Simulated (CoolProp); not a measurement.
The numbers come from the reference Helmholtz-energy equation of state, Thol 2019 in CoolProp.

Problem. For n-hexane, give the phase and the Z, cv (kJ/(kg K)), expansivity (1/kK), viscosity (µPa s) at -54.75 °C and 695 kPa; 8.25 °C and 695 kPa; 50.25 °C and 695 kPa.

Solution. 
- -54.75 °C and 695 kPa: liquid; Z 0.0455, cv 1.54, expansivity 1.16, viscosity 821
- 8.25 °C and 695 kPa: liquid; Z 0.0382, cv 1.70, expansivity 1.32, viscosity 356
- 50.25 °C and 695 kPa: liquid; Z 0.0352, cv 1.85, expansivity 1.50, viscosity 237

Viscosity comes from a separate model (Michailidou 2013).
